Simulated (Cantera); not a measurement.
Input: 1 mol CuO, 4.2 mol F₂, 32 mol H₂, held at 1200 °C and 0.0350 bar.

These are equilibrium values from Cantera (NASA tables, ideal gas, pure condensed phases), not measurements of a reactor. Candidate condensed phases: Cu, CuF₂, CuO, Cu(OH)₂, Cu₂O, H₂O; 27 gas species. The numbers say what is thermodynamically allowed, not how fast it happens.

Base state: H₂ 0.740, HF 0.232, H₂O 0.0276, Cu 0.000148, H 5.83e-5, CuF 1.29e-5 (mole fractions); condensed: Cu(l).

Question: What changes in the equilibrium state with this change: F₂ from 4.2 to 0.63 mol?

Answer: 
| species | before | after |
|---|---|---|
| H₂ | 0.740 | 0.931 |
| HF | 0.232 | 0.0386 |
| H₂O | 0.0276 | 0.0306 |
| Cu | 0.000148 | 0.000148 |
| CuF | 1.29e-5 | 1.92e-6 |
| H | 5.83e-5 | 6.54e-5 |
| Cu(l), mol | 0.994 | 0.995 |
